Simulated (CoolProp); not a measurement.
Vapour-liquid equilibrium of R22 (1) + R134a (2) at 0.196 bar; x and y are mole fractions of (1).

Values from CoolProp's multi-fluid Helmholtz-energy mixture model, Kamei 1995 and Tillner-Roth 1994; pair parameters Bell 2016.

Problem. Give the bubble temperature and the first vapour's composition at x = 0.25, 0.85, 0.95. Is there an azeotrope?

Solution. x = 0.25: 210.8 K, y = 0.469; x = 0.85: 203.7 K, y = 0.924; x = 0.95: 202.9 K, y = 0.975. No azeotrope shows between x = 0.05 and 0.95.

The pair parameters rest on a limited set of measurements; away from them the model extrapolates.
